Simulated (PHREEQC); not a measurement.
Make-up at 20 °C: 0.45 mol ZnSO4, 0.0038 mol KCl and 0.00025 mol HCl per kg of water. It is in equilibrium with CO2 at log p = -3.4 (atm). Otherwise closed; pH follows from the charge balance.

Model: ion-association model, wateq4f.dat, run in PHREEQC.

The pH comes out as 4.20 and the ionic strength is 0.810 mol/kgw. The activity of water is 0.990. The total alkalinity comes out as -0.250 meq/kg.

| species | molality | activity | log γ |
|---|---|---|---|
| Zn+2 | 0.202 | 0.0444 | -0.657 |
| ZnSO4 | 0.158 | 0.191 | 0.081 |
| SO4-2 | 0.112 | 0.0191 | -0.768 |
| Zn(SO4)2-2 | 0.0898 | 0.0307 | -0.467 |
| Cl- | 0.00370 | 0.00227 | -0.212 |
| K+ | 0.00342 | 0.00210 | -0.212 |
| KSO4- | 0.000385 | 0.000257 | -0.176 |
| ZnCl+ | 0.000351 | 0.000217 | -0.209 |
| HSO4- | 0.000167 | 0.000106 | -0.196 |
| H+ | 8.50e-5 | 6.38e-5 | -0.125 |
| CO2 | 1.29e-5 | 1.56e-5 | 0.081 |
| ZnHCO3+ | 7.35e-7 | 5.62e-7 | -0.117 |
| ZnOH+ | 6.72e-7 | 5.14e-7 | -0.117 |

This is a speciation only: nothing precipitates in the calculation. Ionic strength above about 0.7 mol/kgw puts this run outside the model's range.
